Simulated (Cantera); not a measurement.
Cantera run:

```python
import numpy as np
import cantera as ct

gas_names = [...]  # 118 gases of nasa_gas.yaml made of C, Cl, F, H
cond_names = """
    C(gr) C6H6(L) C7H8(L) C8H18(L),n-octa
""".split()


# ... load() reads the species with a 1 bar reference pressure and builds the phases ...
atoms = {
    'CCl4': {'C': 1, 'CL': 4},
    'F2': {'F': 2},
    'H2': {'H': 2},
}
top_T = {'C(gr)': 4500}  # K; cautious upper limits of use, not melting points


# ... equilibrate(T, P, feed) seeds the gas with the atoms and calls Mixture.equilibrate('TP', solver="vcs", rtol=1e-11, max_steps=5000) ...
results = []
feed = {'CCl4': 1, 'F2': 0.8, 'H2': 6.9}  # mol
T = 3298.15  # K
P = 3200  # Pa
mix = equilibrate(T, P, feed)
results.append((T, P, feed, dict(zip(mix.species_names, mix.species_moles))))
print(gas.report(threshold=1e-06))
for i in range(1, mix.n_phases):
    print(f"{mix.phase(i).name:16s} {mix.phase_moles(i):12.5e} mol")
```

Result:

```
       temperature   3298.2 K
          pressure   3200 Pa
           density   0.001411 kg/m^3
  mean mol. weight   12.091 kg/kmol
   phase of matter   gas

                          1 kg             1 kmol
                     ---------------   ---------------
          enthalpy        1.7499e+07        2.1158e+08  J
   internal energy        1.5231e+07        1.8416e+08  J
           entropy             19416        2.3477e+05  J/K
    Gibbs function       -4.6539e+07       -5.6272e+08  J
 heat capacity c_p            2069.9             25028  J/K
 heat capacity c_v            1382.3             16714  J/K

                      mass frac. Y      mole frac. X     chem. pot. / RT
                     ---------------   ---------------   ---------------
                 C         0.0084373         0.0084937           -4.8343
               CCL        8.3384e-05        2.1243e-05           -29.307
                CF         0.0014363        0.00056004           -33.365
                CH        0.00012847        0.00011932           -18.447
               CH2        9.7505e-06         8.405e-06            -32.06
                C2         0.0061662         0.0031037           -9.6686
               C2H         0.0065707         0.0031741           -23.282
             C2HCL         0.0001402        2.8029e-05           -47.754
              C2HF        9.6149e-06        2.6405e-06           -51.812
    C2H2,acetylene         0.0036358         0.0016884           -36.895
   C2H2,vinylidene        2.1344e-05        9.9114e-06           -36.895
                C3          0.034967          0.011734           -14.503
                C4        0.00013994        3.5219e-05           -19.337
              C4H2        6.6013e-05        1.5945e-05           -46.563
                C5        0.00040226         8.099e-05           -24.171
                CL           0.59596           0.20327           -24.473
               CL2        3.3368e-05        5.6906e-06           -48.945
                 F          0.010686          0.006801            -28.53
                 H          0.046281           0.55516           -13.613
               HCL           0.12299          0.040791           -38.086
                HF           0.14938          0.090284           -42.143
                H2           0.01244          0.074611           -27.226
     [  +96 minor]        1.0961e-05        2.8121e-06

C(gr)             0.00000e+00 mol
```

Equilibrium computed with Cantera from the NASA thermochemical tables; the gas is ideal and each condensed phase is pure. The tables' values for CCl are old estimates; treat these amounts as uncertain.
